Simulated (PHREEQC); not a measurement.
Dissolve 0.0061 mol/kgw HCl, 0.00042 mol/kgw Al2(SO4)3 and 0.0024 mol/kgw MgSO4 at 25 °C. Closed to the air; pH follows from the charge balance.

Equilibrium calculation in PHREEQC: ion-association model, phreeqc.dat.

```json
[
 {"quantity": "pH", "before": "2.31", "after": "4.37"},
 {"quantity": "ionic strength (mol/kgw)", "before": "0.0159", "after": "0.0268"},
 {"quantity": "SO4-2 (mol/kgw)", "before": "0.00206", "after": "0.00209"},
 {"quantity": "Mg+2 (mol/kgw)", "before": "0.00203", "after": "0.00209"},
 {"quantity": "HSO4- (mol/kgw)", "before": "0.000675", "after": "5.54e-6"},
 {"quantity": "AlSO4+ (mol/kgw)", "before": "0.000516", "after": "0.000439"},
 {"quantity": "SI of Gibbsite (Al(OH)3)", "before": "-5.11", "after": "+1.01"}
]
```

**Question.** What was changed between the two runs?
A. MgSO4 from 0.0024 to 0.012 mol/kgw
B. diluted 10-fold with water
C. HCl left out
D. diluted 2-fold with water
E. HCl replaced by ZnCl2 at the same molality

**Answer.** E, HCl replaced by ZnCl2 at the same molality

This is a speciation only: nothing precipitates in the calculation. Some of these states are supersaturated (in Gibbsite (slow to form), for instance).
